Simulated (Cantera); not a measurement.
A perfectly stirred reactor is fed with CH₄ : C₂H₆ : O₂ : N₂ = 1 : 0.059 : 1.58 : 5.93 (molar parts), equivalence ratio 1.4, at 7500 Torr; it is adiabatic with a 675 K inlet, and is followed from long to short residence time, starting on the burning branch (τ in s: 0.028, 0.014, 0.0068, 0.0034, 0.0017, 0.00085, 0.00042, 0.00021, 0.0001, 5.2e-05, 2.6e-05, 1.3e-05).

Detailed kinetics in Cantera: GRI-Mech 3.0 (53 species, 325 reactions).

What does this change do: inlet temperature 675 to 523 K?


```tsv
quantity	before	after
blow-out, bracketed by the residence times tried	burning at 52.0 µs, out at 26.0 µs	burning at 0.100 ms, out at 52.0 µs
x(CH₄) at τ = 28.0 ms	0.000101	0.000389
x(C₂H₆) at τ = 28.0 ms	3.08e-8	1.04e-7
x(O₂) at τ = 28.0 ms	4.70e-5	8.84e-5
x(CO₂) at τ = 28.0 ms	0.0434	0.0449
x(C₂H₂) at τ = 28.0 ms	6.26e-6	4.82e-5
x(CH₄) at τ = 0.420 ms	0.00196	0.00422
x(C₂H₆) at τ = 0.420 ms	4.12e-6	1.64e-5
x(O₂) at τ = 0.420 ms	0.00199	0.00385
x(CO₂) at τ = 0.420 ms	0.0433	0.0448
x(C₂H₂) at τ = 0.420 ms	0.000783	0.00196
```
